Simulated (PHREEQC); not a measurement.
Copper plating or etch bath

Solution (90 °C): 0.0015 mol Cu(NO3)2, 0.0041 mol HNO3 and 0.056 mol FeCl3 per kg of water. Closed to the air; pH follows from the charge balance.

Equilibrium calculation in PHREEQC: ion-association model, wateq4f.dat.

Each row changes one thing in this solution. No solid was allowed to form.

```tsv
case	pH	ionic strength (mol/kgw)	FeOH+2 (mol/kgw)	Fe2(OH)2+4 (mol/kgw)	Fe+3 (mol/kgw)	Cu+2 (mol/kgw)	SI of Goethite (FeOOH)	SI of Tenorite (CuO)
as made	1.66	0.234	0.0118	0.00587	0.00447	0.000616	+4.48	-6.09
HNO3 from 0.0041 to 0.00615 mol/kgw	1.64	0.235	0.0116	0.00566	0.00458	0.000618	+4.44	-6.13
Cu(NO3)2 from 0.0015 to 0.00075 mol/kgw	1.66	0.233	0.0118	0.00586	0.00445	0.000307	+4.49	-6.39
temperature from 90 to 45 °C	1.79	0.243	0.00598	0.00476	0.0118	0.00117	+4.16	-6.79
FeCl3 replaced by Fe2(SO4)3 at the same molality	2.32	0.279	0.0152	0.00961	0.00125	0.000890	+5.90	-4.62
```

Complexes and solids missing from the database can't appear. Some of these states are supersaturated (in Hematite (slow to form), Goethite (slow to form), for instance). Away from 25 °C the constants follow the database's enthalpies or fits; those with neither stay at their 25 °C values.
